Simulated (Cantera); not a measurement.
Feed: 1 mol BN, 28 mol H₂O, equilibrated at 2123 K and 0.0293 Torr.

Equilibrium computed with Cantera from the NASA thermochemical tables; the gas is ideal and each condensed phase is pure. The numbers say what is thermodynamically allowed, not how fast it happens.

| species | before | after |
|---|---|---|
| H₂O | 0.373 | 0.929 |
| H₂ | 0.159 | 0.0526 |
| N₂ | 0.0119 | 0.0175 |
| H | 0.229 | <1e-9 |
| O | 0.0676 | <1e-9 |
| O₂ | 0.0672 | <1e-9 |
| OH | 0.0663 | <1e-9 |
| HBO₂ | 0.0190 | 9.20e-5 |
| (HBO₂)₃ | <1e-9 | 0.000374 |
| BO₂ | 0.00407 | <1e-9 |
| BO | 0.00126 | <1e-9 |
| NO | 0.000734 | <1e-9 |
| B₂O₃ | 0.000121 | <1e-9 |
| HBO | 6.75e-5 | <1e-9 |
| B₂O₃(l), mol | 0 | 0.483 |
Gas species are given as mole fractions.

Problem. Name the change that produced these shifts.
A. pressure from 0.0293 Torr to 7.50 Torr
B. temperature from 2123 K to 848.15 K
C. temperature from 2123 K to 1450 K
D. temperature from 2123 K to 1050 K

Solution. B, temperature from 2123 K to 848.15 K
